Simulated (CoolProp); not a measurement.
Carbon dioxide along the isotherm 233.2 K: density (kg/m³) from the reference equation and from simpler models built on Tc = 304.1 K, pc = 73.77 bar, ω = 0.224; each cubic takes its own stable root.

The numbers come from the reference Helmholtz-energy equation of state, Span 1996 in CoolProp.

```json
[
 {"p (bar)": "2.46", "phase": "gas", "reference": "5.745"},
 {"p (bar)": "4.92", "phase": "gas", "reference": "11.85"},
 {"p (bar)": "7.38", "phase": "gas", "reference": "18.40"},
 {"p (bar)": "9.84", "phase": "gas", "reference": "25.49"},
 {"p (bar)": "12.3", "phase": "liquid", "reference": "1117"},
 {"p (bar)": "14.8", "phase": "liquid", "reference": "1118"},
 {"p (bar)": "17.2", "phase": "liquid", "reference": "1118"},
 {"p (bar)": "19.7", "phase": "liquid", "reference": "1119"},
 {"p (bar)": "22.1", "phase": "liquid", "reference": "1120"},
 {"p (bar)": "24.6", "phase": "liquid", "reference": "1120"},
 {"p (bar)": "27.1", "phase": "liquid", "reference": "1121"},
 {"p (bar)": "29.5", "phase": "liquid", "reference": "1122"},
 {"p (bar)": "32", "phase": "liquid", "reference": "1122"},
 {"p (bar)": "34.4", "phase": "liquid", "reference": "1123"},
 {"p (bar)": "36.9", "phase": "liquid", "reference": "1124"}
]
```

**Question.** How far does each simpler model (van der Waals, Redlich-Kwong, Soave-Redlich-Kwong, Peng-Robinson) lie from the reference over these 15 states: mean and median of the absolute difference, and the worst?

**Answer.** 
- van der Waals: mean 48.0 %, median 38.4 %, worst -97.2 % at 233.2 K and 12.3 bar
- Redlich-Kwong: mean 14.7 %, median 11.8 %, worst -97.1 % at 233.2 K and 12.3 bar
- Soave-Redlich-Kwong: mean 6.3 %, median 8.3 %, worst -8.6 % at 233.2 K and 12.3 bar
- Peng-Robinson: mean 2.9 %, median 3.8 %, worst +4.0 % at 233.2 K and 36.9 bar

At some of these states van der Waals, Redlich-Kwong gives the other phase, because its saturation line lies elsewhere.
